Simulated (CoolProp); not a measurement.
Vapour-liquid equilibrium of cyclohexane (1) + p-xylene (2) at 0.0373 MPa; x and y are mole fractions of (1).

The numbers come from the multi-fluid Helmholtz-energy mixture model, Zhou 2014 and Zhou 2012; pair parameters Bell 2016 in CoolProp.

| x | bubble temperature, mixture model (K) | bubble temperature, Raoult's law (K) | y, mixture model | y, Raoult's law |
|---|---|---|---|---|
| 0.05 | 369.6 | 371.6 | 0.271 | 0.225 |
| 0.15 | 357.7 | 361.6 | 0.568 | 0.511 |
| 0.25 | 349.6 | 353.8 | 0.716 | 0.678 |
| 0.35 | 343.7 | 347.5 | 0.801 | 0.782 |
| 0.45 | ? | 342.3 | 0.856 | 0.851 |
| 0.55 | 335.5 | 337.8 | ? | 0.898 |
| 0.65 | 332.4 | 334.0 | ? | 0.933 |
| 0.75 | 329.8 | 330.7 | 0.949 | 0.959 |
| 0.85 | 327.3 | 327.8 | 0.971 | 0.978 |
| 0.95 | 325.0 | 325.1 | 0.990 | 0.994 |

Q: Complete the blanks.

A: 
- 0.45, bubble temperature, mixture model (K): 339.1
- 0.55, y, mixture model: 0.895
- 0.65, y, mixture model: 0.925

The largest gap from Raoult's law is -4.2 K in bubble temperature, at x = 0.25. No azeotrope shows between x = 0.05 and 0.95.

The pair parameters rest on a limited set of measurements; away from them the model extrapolates.
